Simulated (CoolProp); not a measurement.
Vapour-liquid equilibrium of carbon dioxide (1) + R152A (2) at 275.4 K; x and y are mole fractions of (1).

Computed with CoolProp (multi-fluid Helmholtz-energy mixture model, Span 1996 and Outcalt 1996; pair parameters Bell 2016).

```csv
x,"bubble pressure, mixture model (MPa)","bubble pressure, Raoult's law (MPa)","y, mixture model","y, Raoult's law"
0.05,0.4325,0.4566,0.347,0.405
0.125,0.6567,0.7124,0.584,0.649
0.2,0.8842,0.9683,0.703,0.764
0.275,1.114,1.224,0.775,0.831
0.35,1.347,1.480,0.823,0.874
0.425,1.582,1.736,0.859,0.905
0.5,1.821,1.992,0.886,0.928
0.575,2.065,2.248,0.908,0.946
0.65,2.316,2.503,0.927,0.960
0.725,2.577,2.759,0.944,0.971
0.8,2.852,3.015,0.960,0.981
0.875,3.146,3.271,0.974,0.989
0.95,3.465,3.527,0.990,0.996
```

The largest gap from Raoult's law is -9.0 % in bubble pressure, at x = 0.35. No azeotrope shows between x = 0.05 and 0.95.

The pair parameters rest on a limited set of measurements; away from them the model extrapolates.
